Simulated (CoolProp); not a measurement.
Ammonia along the isotherm 149.85 °C: fugacity coefficient from the reference equation and from simpler models built on Tc = 132.4 °C, pc = 11.36 MPa, ω = 0.256; each cubic takes its own stable root.

The numbers come from the reference Helmholtz-energy equation of state, Gao 2020 in CoolProp.

```json
[
 {"p (MPa)": "7.1", "phase": "gas", "reference": "0.8086", "van der Waals": "0.8340", "Redlich-Kwong": "0.8178", "Soave-Redlich-Kwong": "0.8218", "Peng-Robinson": "0.8039"},
 {"p (MPa)": "14.2", "phase": "supercritical", "reference": "0.6226", "van der Waals": "0.6527", "Redlich-Kwong": "0.6363", "Soave-Redlich-Kwong": "0.6472", "Peng-Robinson": "0.6217"},
 {"p (MPa)": "21.3", "phase": "supercritical", "reference": "0.4650", "van der Waals": "0.5077", "Redlich-Kwong": "0.4884", "Soave-Redlich-Kwong": "0.5015", "Peng-Robinson": "0.4762"},
 {"p (MPa)": "28.4", "phase": "supercritical", "reference": "0.3804", "van der Waals": "0.4351", "Redlich-Kwong": "0.4101", "Soave-Redlich-Kwong": "0.4223", "Peng-Robinson": "0.3968"},
 {"p (MPa)": "35.5", "phase": "supercritical", "reference": "0.3298", "van der Waals": "0.3944", "Redlich-Kwong": "0.3637", "Soave-Redlich-Kwong": "0.3753", "Peng-Robinson": "0.3491"},
 {"p (MPa)": "42.6", "phase": "supercritical", "reference": "0.2966", "van der Waals": "0.3703", "Redlich-Kwong": "0.3340", "Soave-Redlich-Kwong": "0.3451", "Peng-Robinson": "0.3180"},
 {"p (MPa)": "49.7", "phase": "supercritical", "reference": "0.2737", "van der Waals": "0.3562", "Redlich-Kwong": "0.3142", "Soave-Redlich-Kwong": "0.3250", "Peng-Robinson": "0.2967"},
 {"p (MPa)": "56.8", "phase": "supercritical", "reference": "0.2572", "van der Waals": "0.3487", "Redlich-Kwong": "0.3008", "Soave-Redlich-Kwong": "0.3114", "Peng-Robinson": "0.2817"}
]
```
